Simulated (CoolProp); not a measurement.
A simple Rankine cycle with isobutane: condensing at 333.15 K, boiler at 2.21 MPa, turbine inlet 384 K, turbine efficiency 0.75, pump efficiency 0.7, no recuperator. Each further row changes one setting.

Computed with CoolProp (reference Helmholtz-energy equation of state, Bücker 2006).

```
case                             thermal efficiency (%)  net work (kJ/kg)  heat in (kJ/kg)  turbine exit temperature (K)  volume ratio over the turbine
-------------------------------  ----------------------  ----------------  ---------------  ----------------------------  -----------------------------
as stated                                           6.9              23.8              344                         350.0                           2.99
turbine inlet 404 K                                 6.9              27.7              400                         374.1                           2.81
condensing temperature 325.15 K                     8.0              29.4              365                         344.7                           3.66
boiler pressure 1.55 MPa                            4.7              17.3              373                         366.3                           1.88
turbine efficiency 0.65                             5.8              20.1              344                         351.7                           3.02
```
